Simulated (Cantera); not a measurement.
Charge: 1 mol C, 14 mol H2, held at 1448 K and 13300 Pa.

Cantera equilibrium calculation (NASA polynomials, part measured and part estimated; ideal gas, pure solids and liquids). Candidate condensed phases: C, C6H6, C7H8, C8H18; 76 gas species. Equilibrium is a limit: real reactors are often held back by kinetics, nucleation or transport.

Base state: H2 1.000, CH4 0.000444, H 2.52e-5 (mole fractions); condensed: C(graphite).

What changes in the equilibrium state with this change: pressure from 13300 Pa to 720000 Pa?


```tsv
species	before	after
H2	1.000	0.977
CH4	0.000444	0.0229
C2H4	3.09e-7	1.60e-5
H	2.52e-5	3.40e-6
C(graphite), mol	0.994	0.686
```
